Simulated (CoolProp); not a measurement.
Vapour-liquid equilibrium of carbonyl sulfide (1) + propane (2) at 0.246 MPa; x and y are mole fractions of (1).

The numbers come from the multi-fluid Helmholtz-energy mixture model, Lemmon 2006 and Lemmon 2009; pair parameters Bell 2016 in CoolProp.

```tsv
x	bubble temperature (K)	y at the bubble point	dew temperature at overall composition x (K)	liquid density (mol/L)
0.05	252.5	0.074	252.8	12.80
0.2	250.6	0.263	251.3	13.52
0.35	249.2	0.423	249.8	14.31
0.5	247.9	0.570	248.5	15.17
0.65	246.8	0.709	247.3	16.12
0.8	245.7	0.841	246.0	17.18
0.95	244.5	0.963	244.7	18.35
```

No azeotrope shows between x = 0.05 and 0.95.

Pair parameters are fitted to limited data, so mixtures are less certain than the pure fluids.
